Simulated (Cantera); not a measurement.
Charge: 1 mol PbO, a varied amount of H₂, equilibrated at 1123.15 K and 180000 Pa.

Cantera equilibrium calculation (NASA polynomials, part measured and part estimated; ideal gas, pure solids and liquids). Candidate condensed phases: H₂O, Pb, PbO, PbO₂, Pb₃O₄; 12 gas species. Mutual solubility and eutectic melting of coexisting phases are not modelled. Kinetics and transport are ignored.

### Question
At 0.57 mol H₂, list the 3 most abundant gas species with their mole fractions, and the condensed phases.

### Answer
H₂O 1.000, H₂ 0.000222, Pb 0.000102. Condensed: Pb(l) + PbO(yellow).
